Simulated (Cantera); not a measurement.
Input (Python, Cantera) and output of one run.

```python
import numpy as np
import cantera as ct

gas_names = [...]  # 87 gases of nasa_gas.yaml made of C, H, Si
cond_names = """
    C(gr) C6H6(L) C7H8(L) C8H18(L),n-octa Si(cr) Si(L) SiC(b)
""".split()


# ... load() reads the species with a 1 bar reference pressure and builds the phases ...
atoms = {
    'Si(CH3)4': {'Si': 1, 'C': 4, 'H': 12},
    'H2': {'H': 2},
}
top_T = {'C(gr)': 4500, 'SiC(b)': 3050}  # K; cautious upper limits of use, not melting points


# ... equilibrate(T, P, feed) seeds the gas with the atoms and calls Mixture.equilibrate('TP', solver="vcs", rtol=1e-11, max_steps=5000) ...
results = []
feed = {'Si(CH3)4': 1, 'H2': 3.6}  # mol
P = 133.322  # Pa
for T in [948, 1098, 1248, 1398, 1548, 1698, 1848, 1998, 2148, 2298, 2448]:
    mix = equilibrate(T, P, feed)
    results.append((T, P, feed, dict(zip(mix.species_names, mix.species_moles))))

top = {s: max(r[3][s] / sum(r[3][g] for g in gas_names) for r in results) for s in gas_names}
cols = sorted((s for s in top if top[s] > 0.0001), key=lambda s: -top[s])[:7]
seen = [c for c in cond_names if any(r[3].get(c, 0) > 1e-12 for r in results)]
print("log10 of partial pressures in bar; condensed amounts in mol")
print(f"{'T/K':>10s}" + "".join(f"{s[:9]:>10s}" for s in cols + seen))
for T, P, feed, n in results:
    ng = sum(n[g] for g in gas_names)
    print(f"{T:10.4g}" + "".join(f"{np.log10(max(n[s] / ng * P / 1e5, 1e-99)):10.3f}" for s in cols)
          + "".join(f"{n.get(c, 0):10.4g}" for c in seen))
```

Output:

```
log10 of partial pressures in bar; condensed amounts in mol
       T/K        H2         H        Si      SiC2 C2H2,acet      Si2C       SiH     C(gr)    SiC(b)
       948    -2.875   -10.718   -20.653   -26.709   -12.463   -26.533   -20.030     2.998         1
      1098    -2.875    -9.044   -16.734   -21.556   -10.770   -21.462   -16.685         3         1
      1248    -2.875    -7.768   -13.761   -17.653    -9.489   -17.625   -14.151         3         1
      1398    -2.875    -6.763   -11.431   -14.597    -8.486   -14.624   -12.167         3         1
      1548    -2.875    -5.949    -9.556   -12.141    -7.680   -12.215   -10.571         3         1
      1698    -2.877    -5.278    -8.016   -10.127    -7.019   -10.240    -9.262     2.999    0.9999
      1848    -2.882    -4.716    -6.728    -8.446    -6.471    -8.594    -8.170     2.996    0.9985
      1998    -2.895    -4.242    -5.636    -7.023    -6.016    -7.201    -7.250     3.003    0.9808
      2148    -2.933    -3.847    -4.698    -5.803    -5.651    -6.009    -6.473     3.119     0.814
      2298    -3.032    -3.535    -4.050    -4.913    -5.400    -5.309    -5.999     3.667         0
      2448    -3.155    -3.278    -4.096    -4.749    -5.218    -5.926    -6.217     3.501         0
```

Equilibrium computed with Cantera from the NASA thermochemical tables; the gas is ideal and each condensed phase is pure. Gases not in the tables: Si2H6 and higher silanes.
